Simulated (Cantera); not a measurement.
Input: 1 mol PbCl2, 200 mol H2, equilibrated at 55000 Pa.

Method: chemical equilibrium by Gibbs-energy minimisation in Cantera with the NASA 1993 tables (ideal gas, pure condensed phases). Candidate condensed phases: Pb, PbCl2; 10 gas species. The numbers say what is thermodynamically allowed, not how fast it happens.

At 1848 K, list the 5 most abundant gas species with their mole fractions, and the condensed phases.

H2 0.985, HCl 0.00976, Pb 0.00481, H 0.000709, PbCl 0.000136. Condensed: gas only.
